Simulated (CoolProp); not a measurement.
A simple Rankine cycle with hexamethyldisiloxane (MM): condensing at 298.15 K, boiler at 0.0838 MPa, turbine inlet 407.3 K, turbine efficiency 0.9, pump efficiency 0.8, no recuperator. Each further row changes one setting.

The numbers come from the reference Helmholtz-energy equation of state, Thol 2016 in CoolProp.

| case | thermal efficiency (%) | net work (kJ/kg) | heat in (kJ/kg) | turbine exit temperature (K) | volume ratio over the turbine |
|---|---|---|---|---|---|
| as stated | 11.9 | 48.0 | 404 | 378.2 | 14.5 |
| turbine inlet 427.3 K | 11.5 | 50.6 | 441 | 397.8 | 14.4 |
| condensing temperature 290.15 K | 13.2 | 55.2 | 419 | 373.9 | 21.8 |
| boiler pressure 0.0587 MPa | 10.4 | 42.1 | 405 | 382.2 | 10.1 |
| turbine efficiency 0.8 | 10.6 | 42.7 | 404 | 381.3 | 14.6 |
